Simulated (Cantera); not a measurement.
A perfectly stirred reactor is fed with CH₄ : N₂ = 1 : 7.1 (molar parts), at 57.0 Torr; it is held at 1600 K, and followed from long to short residence time.

Computed with Cantera and GRI-Mech 3.0 (53 species, 325 reactions). GRI-Mech 3.0 stops at C3 and has no aromatics, soot or wall deposition, so with more carbon than oxygen in the feed, carbon stays in small species such as C2H2 where larger ones or solid carbon would form.

Task: What does this change do: N2 7.1 to 28 parts?

Result: 
```
quantity                  before     after
----------------------  --------  --------
x(CH₄) at τ = 1.70 s      0.0372    0.0110
x(C₂H₂) at τ = 1.70 s     0.0379    0.0112
x(C₂H₄) at τ = 1.70 s   0.000342  0.000125
x(CH₃) at τ = 1.70 s    0.000258  0.000141
x(C₂H) at τ = 1.70 s     4.41e-8   2.44e-8
x(CH₄) at τ = 59.0 ms      0.105    0.0307
x(C₂H₂) at τ = 59.0 ms   0.00528  0.000959
x(C₂H₄) at τ = 59.0 ms   0.00244  0.000693
x(CH₃) at τ = 59.0 ms   0.000645  0.000301
x(C₂H) at τ = 59.0 ms    6.52e-9   2.31e-9
```

Task: What does this change do: temperature 1600 to 1873 K?

Result: 
```
quantity                  before     after
----------------------  --------  --------
x(CH₄) at τ = 1.70 s      0.0372   0.00289
x(C₂H₂) at τ = 1.70 s     0.0379    0.0533
x(C₂H₄) at τ = 1.70 s   0.000342   2.12e-5
x(CH₃) at τ = 1.70 s    0.000258  0.000266
x(C₂H) at τ = 1.70 s     4.41e-8   2.90e-6
x(CH₄) at τ = 59.0 ms      0.105    0.0227
x(C₂H₂) at τ = 59.0 ms   0.00528    0.0437
x(C₂H₄) at τ = 59.0 ms   0.00244  0.000445
x(CH₃) at τ = 59.0 ms   0.000645   0.00134
x(C₂H) at τ = 59.0 ms    6.52e-9   1.59e-6
```
